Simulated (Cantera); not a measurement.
A freely propagating, adiabatic, planar premixed flame of 10.2 % CH₄, 17.0 % O₂, 72.9 % N₂, equivalence ratio 1.2, unburnt at 600 K and 1.00 bar; mixture-averaged transport, grid criteria slope 0.08 and curve 0.16, no radiation.

Cantera simulation using GRI-Mech 3.0 (53 species, 325 reactions); the numbers are that mechanism's predictions, not measurements. Burning velocities carry a grid error of a few per cent, more on coarse grids.

x: mole fraction of selected species; z is measured from the peak of heat release.

| z (mm) | T (K) | u (m/s) | x CH₄ | x O₂ | x C₂H₄ | x CH₂O | x C₂H₂ | x CO |
|---|---|---|---|---|---|---|---|---|
| -1.17 | 600 | 0.972 | 0.101 | 0.169 | 4.44e-8 | 2.06e-7 | 1.01e-8 | 6.11e-6 |
| -0.778 | 603 | 0.980 | 0.101 | 0.169 | 6.68e-7 | 2.99e-6 | 1.48e-7 | 6.90e-5 |
| -0.583 | 615 | 1.00 | 0.0996 | 0.167 | 4.06e-6 | 1.71e-5 | 8.77e-7 | 0.000330 |
| -0.389 | (withheld) | 1.14 | 0.0935 | 0.161 | (withheld) | (withheld) | (withheld) | (withheld) |
| -0.194 | 1098 | 1.84 | 0.0643 | 0.126 | 0.000463 | 0.000856 | 0.000100 | 0.0180 |
| -0.0972 | 1481 | 2.51 | 0.0348 | 0.0867 | 0.000918 | 0.00104 | 0.000269 | 0.0370 |
| 0 | 1827 | 3.12 | 0.00882 | 0.0429 | 0.000546 | 0.000582 | 0.000464 | 0.0562 |
| 0.0972 | 1980 | 3.38 | 0.000840 | 0.0175 | 4.22e-5 | 0.000124 | 0.000154 | 0.0593 |
| 0.194 | 2020 | 3.44 | 4.45e-5 | 0.00844 | 7.79e-7 | 9.72e-6 | 1.35e-5 | 0.0535 |
| 0.389 | 2049 | 3.47 | (withheld) | (withheld) | <1e-8 | (withheld) | (withheld) | 0.0465 |
| 0.778 | 2084 | 3.52 | <1e-8 | 0.00327 | <1e-8 | <1e-8 | <1e-8 | 0.0436 |
| 1.56 | 2125 | 3.58 | <1e-8 | 0.00223 | <1e-8 | <1e-8 | <1e-8 | 0.0429 |
| 3.11 | 2165 | 3.64 | <1e-8 | 0.00126 | <1e-8 | <1e-8 | <1e-8 | 0.0425 |

### Question
Fill in the missing entries.

### Answer

- -0.389, T (K): 693
- -0.389, x C₂H₄: 4.59e-5
- -0.389, x CH₂O: 0.000156
- -0.389, x C₂H₂: 9.57e-6
- -0.389, x CO: 0.00253
- 0.389, x CH₄: 1.23e-7
- 0.389, x O₂: 0.00454
- 0.389, x CH₂O: 3.28e-8
- 0.389, x C₂H₂: 6.34e-8
